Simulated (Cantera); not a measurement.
Equilibrium for thermal oxidation and active oxidation of silicon: Si + O2 + N2

Feed: 1 mol Si, 0.0012 mol O2, 64 mol N2, at 3.50 Pa.

Method: chemical equilibrium by Gibbs-energy minimisation in Cantera with the NASA 1993 tables (ideal gas, pure condensed phases). Candidate condensed phases: Si, SiO2, Si2N2O, Si3N4; 16 gas species. N2 is the only nitrogen source here; it is nearly inert below about 1500 K, so the nitride shown seldom forms there in practice. The tables' values for SiN are old estimates; treat these amounts as uncertain. The numbers say what is thermodynamically allowed, not how fast it happens.

| T (K) | x N2 | x Si | x Si2N | x SiN | n Si3N4(s) | n Si(s) |
|---|---|---|---|---|---|---|
| 1375 | 1.000 | 2.39e-6 | 8.43e-9 | 3.25e-8 | 0.332 | 0 |
| 1425 | 1.000 | 2.00e-5 | 1.26e-7 | 2.12e-7 | 0.332 | 0 |
| 1475 | 1.000 | 0.000144 | 1.56e-6 | 1.22e-6 | 0.329 | 0 |
| 1525 | 0.999 | 0.000539 | 5.71e-6 | 3.69e-6 | 0 | 0.962 |
| 1575 | 0.998 | 0.00164 | 1.50e-5 | 9.19e-6 | 0 | 0.889 |
| 1625 | 0.995 | 0.00465 | 3.71e-5 | 2.16e-5 | 0 | 0.690 |
| 1675 | 0.987 | 0.0124 | 8.66e-5 | 4.80e-5 | 0 | 0.171 |
| 1725 | 0.985 | 0.0151 | 4.52e-5 | 4.95e-5 | 0 | 0 |
| 1775 | 0.985 | 0.0152 | 1.71e-5 | 4.27e-5 | 0 | 0 |
| 1825 | 0.985 | 0.0153 | 6.79e-6 | 3.69e-5 | 0 | 0 |
| 1875 | 0.985 | 0.0153 | 2.82e-6 | 3.21e-5 | 0 | 0 |
| 1925 | 0.985 | 0.0153 | 1.22e-6 | 2.82e-5 | 0 | 0 |
| 1975 | 0.985 | 0.0153 | 5.54e-7 | 2.49e-5 | 0 | 0 |
| 2025 | 0.985 | 0.0153 | 2.61e-7 | 2.21e-5 | 0 | 0 |
x: gas mole fraction; n: condensed amount in mol.

From 1375 K to 1475 K the condensed part is Si3N4(s). From 1525 K to 1675 K the condensed part is Si(s). From 1725 K to 2025 K nothing is condensed. The main Si-bearing gas is SiO at 1375 K and Si at 2025 K.
